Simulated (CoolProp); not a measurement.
Vapour-liquid equilibrium of methanol (1) + isohexane (2) at 133.25 °C; x and y are mole fractions of (1).

Model: multi-fluid Helmholtz-energy mixture model, de Reuck 1993 and Lemmon 2006; pair parameters Bell 2016, in CoolProp.

```
x     bubble pressure, mixture model (kPa)  bubble pressure, Raoult's law (kPa)  y, mixture model  y, Raoult's law
----  ------------------------------------  -----------------------------------  ----------------  ---------------
0.05                                 785.4                                663.6             0.174            0.069
0.15                                 969.7                                690.3             0.353            0.199
0.25                                  1079                                717.0             0.446            0.320
0.35                                  1143                                743.6             0.505            0.432
0.45                                  1177                                770.3             0.547            0.536
0.55                                  1192                                797.0             0.583            0.633
0.65                                  1192                                823.6             0.620            0.724
0.75                                  1173                                850.3             0.668            0.809
0.85                                  1120                                877.0             0.744            0.889
0.95                                  1007                                903.7             0.883            0.964
```

The largest gap from Raoult's law is +53.7 % in bubble pressure, at x = 0.35. y crosses x between x = 0.55 and 0.65: the model has an azeotrope there.

The pair parameters rest on a limited set of measurements; away from them the model extrapolates. With so large a gap from Raoult's law the liquid may split in two, which this calculation doesn't test in full.
